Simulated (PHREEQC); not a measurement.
Consider water at 90 °C with 0.071 mol/kgw HF and 0.00091 mol/kgw (CH3)4NF. Closed to the air; pH follows from the charge balance.

The numbers come from PHREEQC with the ion-association model, phreeqc.dat.

The pH is 2.45 and the ionic strength is 0.00473 mol/kgw. The total alkalinity is -71.0 meq/kg.

| species | molality | activity | log γ |
|---|---|---|---|
| HF | 0.0662 | 0.0662 | 0.000 |
| H+ | 0.00382 | 0.00353 | -0.033 |
| F- | 0.00371 | 0.00341 | -0.037 |
| HF2- | 0.00102 | 0.000933 | -0.037 |
| (CH3)4N+ | 0.000910 | 0.000836 | -0.037 |

Precipitation was switched off in this run. (CH3)4N+ isn't in the database: it is added as a free cation with an ion size of 4 Å. Constants without temperature data keep their 25 °C values here.
